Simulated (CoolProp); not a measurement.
Vapour-liquid equilibrium of n-butane (1) + R245fa (2) at 367.7 K; x and y are mole fractions of (1).

Values from CoolProp's multi-fluid Helmholtz-energy mixture model, Bücker 2006 and Akasaka 2015; pair parameters Bell 2016.

```tsv
x	bubble pressure, mixture model (MPa)	bubble pressure, Raoult's law (MPa)	y, mixture model	y, Raoult's law
0.05	…	1.131	…	0.061
0.2	1.523	1.169	0.336	0.234
0.35	…	1.206	0.455	0.397
0.5	1.740	1.244	0.542	0.551
0.65	1.746	1.282	0.625	0.695
0.8	1.681	1.320	0.726	0.831
0.95	1.485	1.357	0.901	0.959
```

Question: Fill in the missing entries.

Answer: 
- 0.05, bubble pressure, mixture model (MPa): 1.248
- 0.05, y, mixture model: 0.121
- 0.35, bubble pressure, mixture model (MPa): 1.672

The largest gap from Raoult's law is +39.9 % in bubble pressure, at x = 0.5. y crosses x between x = 0.5 and 0.65: the model has an azeotrope there.

Pair parameters are fitted to limited data, so mixtures are less certain than the pure fluids.
